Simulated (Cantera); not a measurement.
Charge: 1 mol SiCl4, 0.013 mol C2H2, 120 mol H2, at 2173 K and 4.50 mbar.

These are equilibrium values from Cantera (NASA tables, ideal gas, pure condensed phases), not measurements of a reactor. Candidate condensed phases: C, C6H6, C7H8, C8H18, Si, SiC; 109 gas species. The tables' values for SiCl are old estimates; treat these amounts as uncertain. Gases not in the tables: Si2H6 and higher silanes. The numbers say what is thermodynamically allowed, not how fast it happens.

Base state: H2 0.893, H 0.0680, HCl 0.0292, Si 0.00703, Cl 0.00162, SiCl2 0.000211, SiH 0.000208, SiCl 0.000201 (mole fractions); condensed: gas only.

Question: What changes in the equilibrium state with this change: pressure from 4.50 mbar to 1.33 mbar?

Answer: 
```tsv
species	before	after
H2	0.893	0.841
H	0.0680	0.121
HCl	0.0292	0.0274
Si	0.00703	0.00726
SiCl2	0.000211	6.05e-5
SiH2	2.62e-5	7.54e-6
```
